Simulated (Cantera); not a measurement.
# Reactions in the system H-N-O-V

Standard-state values (1 bar) from the NASA 1993 polynomials, evaluated with Cantera. Values are per mole of reaction as written; species without (g) are pure solids or liquids, kept so even where they would boil at 1 bar.

3 V + 6 OH(g) + N2(g) ⇌ 3 VO2(g) + 2 NH3(g)

```
T (K)  ΔH° (kJ)  ΔS° (J/K)  ΔG° (kJ)  log10 K
-----  --------  ---------  --------  -------
1850    -1085.6     -280.0    -567.6    16.03
1875    -1086.7     -280.6    -560.6    15.62
1900    -1087.9     -281.2    -553.6    15.22
1925    -1089.0     -281.8    -546.5    14.83
1950    -1090.2     -282.4    -539.5    14.45
1975    -1091.4     -283.1    -532.4    14.08
2000    -1092.7     -283.7    -525.3    13.72
2025    -1093.9     -284.3    -518.2    13.37
2050    -1095.2     -284.9    -511.1    13.02
2075    -1096.5     -285.6    -504.0    12.69
2100    -1097.9     -286.2    -496.8    12.36
```
